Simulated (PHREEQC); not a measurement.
Make-up at 20 °C: 0.0051 mol/kgw K2CO3, 0.00076 mol/kgw H4SiO4 and 0.15 mol/kgw KH2PO4. Closed to the air; pH follows from the charge balance.

Equilibrium calculation in PHREEQC: ion-association model, wateq4f.dat.

Problem. The ionic strength comes out as 0.168 mol/kgw. What activity coefficients do HPO4-2, K+, KHPO4-, HCO3-, H+ get?

Solution. HPO4-2 0.32, K+ 0.73, KHPO4- 0.76, HCO3- 0.76, H+ 0.81.

Precipitation was switched off in this run. Examples of supersaturated solids here: Quartz (slow to form), Chalcedony (slow to form). Others may be too. H3PO4, which wateq4f.dat lacks, is added to it with the constant of phreeqc.dat.
